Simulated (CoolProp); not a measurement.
Vapour-liquid equilibrium of ethane (1) + hydrogen sulfide (2) at 1.48 MPa; x and y are mole fractions of (1).

Computed with CoolProp (multi-fluid Helmholtz-energy mixture model, Bücker 2006 and Lemmon 2006; pair parameters Kunz 2012).

```csv
x,bubble temperature (°C),y at the bubble point,dew temperature at overall composition x (°C),liquid density (mol/L)
0.05,4.8,0.208,___,23.15
0.2,-8.3,0.498,5.2,21.44
0.35,-13.4,0.605,___,19.67
0.5,-16.0,0.670,___,18.12
0.65,___,0.736,-15.3,16.84
0.8,-18.9,0.821,___,15.79
0.95,-18.9,0.945,-18.9,14.89
```

Question: Some entries are withheld; supply them.

Answer: 
- 0.05, dew temperature at overall composition x (°C): 11.0
- 0.35, dew temperature at overall composition x (°C): -1.3
- 0.5, dew temperature at overall composition x (°C): -8.4
- 0.65, bubble temperature (°C): -17.8
- 0.8, dew temperature at overall composition x (°C): -18.7

y crosses x between x = 0.8 and 0.95: the model has an azeotrope there.

Pair parameters are fitted to limited data, so mixtures are less certain than the pure fluids. With so large a gap from Raoult's law the liquid may split in two, which this calculation doesn't test in full.
